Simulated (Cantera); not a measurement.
Input: 1 mol CaF2, 0.026 mol HF, 0.17 mol H2, held at 0.0130 bar.

Method: chemical equilibrium by Gibbs-energy minimisation in Cantera with the NASA 1993 tables (ideal gas, pure condensed phases). Candidate condensed phases: Ca, CaF2; 15 gas species. Equilibrium is a limit: real reactors are often held back by kinetics, nucleation or transport.

log p: log10 of the partial pressure in bar; n: condensed amount in mol.

```tsv
T (K)	log p H2	log p CaF2	log p HF	log p CaF	log p H	n CaF2(s)	n CaF2(l)
1275	-1.95	-8.17	-2.76	-13.01	-7.11	1.00	0
1375	-1.95	-6.94	-2.76	-11.09	-6.44	1.000	0
1475	-1.95	-5.90	-2.76	-9.44	-5.86	1.000	0
1575	-1.95	-5.01	-2.76	-8.02	-5.36	1.000	0
1675	-1.95	-4.23	-2.77	-6.79	-4.91	0.999	0
1775	-1.96	-3.60	-2.77	-5.74	-4.52	0	0.996
1875	-1.98	___	-2.79	___	___	0	0.985
1975	-2.07	-2.57	-2.84	-4.00	-3.90	0	0.945
2075	___	___	-2.93	___	-3.78	0	___
2175	-2.89	-2.01	-2.96	-3.17	-3.76	0	0
```

**Question.** Some entries are withheld; supply them.

**Answer.** 
- 2075, log p H2: -2.42
- 2075, log p CaF2: -2.13
- 2075, log p CaF: -3.35
- 2075, n CaF2(l): 0.677
- 1875, log p CaF2: -3.05
- 1875, log p CaF: -4.82
- 1875, log p H: -4.17
